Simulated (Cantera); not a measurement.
A perfectly stirred reactor is fed with 5.27 % CH₄, 19.9 % O₂, 74.9 % N₂, equivalence ratio 0.53, at 1.00 bar; it is adiabatic with a 600 K inlet, and is followed from long to short residence time, starting on the burning branch (τ in s: 0.035, 0.016, 0.0073, 0.0033, 0.0015, 0.00069, 0.00031, 0.00014, 6.4e-05).

Detailed kinetics in Cantera: GRI-Mech 3.0 (53 species, 325 reactions).

x: mole fraction; the columns are a selection and need not sum to one.

```tsv
τ (s)	T (K)	x CH₄	x O₂	x CH₂	x NO₂	x C₂H	x CO	x CO₂
0.035	1765	2.01e-5	0.0931	…	2.27e-8	1.16e-12	0.000568	0.0521
0.016	1758	3.30e-5	0.0932	…	1.78e-8	2.09e-12	0.000954	0.0516
0.0073	1748	5.44e-5	0.0933	…	1.30e-8	3.56e-12	0.00160	0.0509
0.0033	1731	9.18e-5	0.0937	…	9.21e-9	5.93e-12	0.00268	0.0497
0.0015	1705	0.000159	0.0944	…	6.62e-9	9.93e-12	0.00446	0.0478
0.00069	1667	0.000294	0.0959	…	4.81e-9	1.77e-11	0.00737	0.0446
0.00031	1606	0.000644	0.0993	…	3.20e-9	3.85e-11	0.0126	0.0387
0.00014	600	0.0527	0.199	<1e-12	<1e-12	<1e-12	<1e-12	<1e-12
6.4e-5	600	0.0527	0.199	<1e-12	<1e-12	<1e-12	<1e-12	<1e-12
```

Q: Fill in the missing entries.

A: 
- 0.035, x CH₂: 7.84e-8
- 0.016, x CH₂: 1.48e-7
- 0.0073, x CH₂: 2.71e-7
- 0.0033, x CH₂: 4.80e-7
- 0.0015, x CH₂: 8.21e-7
- 0.00069, x CH₂: 1.36e-6
- 0.00031, x CH₂: 2.38e-6
